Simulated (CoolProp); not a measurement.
Model: reference Helmholtz-energy equation of state, Thol 2016, in CoolProp.

Task: For hexamethyldisiloxane (MM), give the phase and the cp (kJ/(kg K)), speed of sound (m/s), isothermal compressibility (1/MPa), expansivity (1/kK) at 249.3 K and 6.47 bar; 383.5 K and 6.47 bar.

Result: 
- 249.3 K and 6.47 bar: liquid; cp 1.79, speed of sound 1060, isothermal compressibility 0.00137, expansivity 1.25
- 383.5 K and 6.47 bar: liquid; cp 2.14, speed of sound 593, isothermal compressibility 0.00522, expansivity 1.87
